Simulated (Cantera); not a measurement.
**Gas-phase reforming**

A perfectly stirred reactor is fed with CH4 : H2O = 1 : 3.7 (molar parts), at 615 Torr; it is held at 1625 K, and followed from long to short residence time.

Model: GRI-Mech 3.0 (53 species, 325 reactions), integrated in Cantera.

```
τ (s)    x CH4  x H2O    x H2O2     x CO2      x H
------  ------  -----  --------  --------  -------
2.3     0.0293  0.480  2.08e-12    0.0278  4.65e-5
0.68    0.0459  0.555  3.22e-12    0.0214  4.06e-5
0.20    0.0699  0.634  4.91e-12    0.0114  3.26e-5
0.058    0.105  0.698  6.81e-12   0.00331  2.33e-5
0.017    0.146  0.741  8.76e-12  0.000502  1.45e-5
0.0049   0.182  0.769  1.05e-11   4.55e-5  7.30e-6
0.0014   0.202  0.783  9.88e-12   2.34e-6  2.72e-6
```
x: mole fraction; the columns are a selection and need not sum to one.
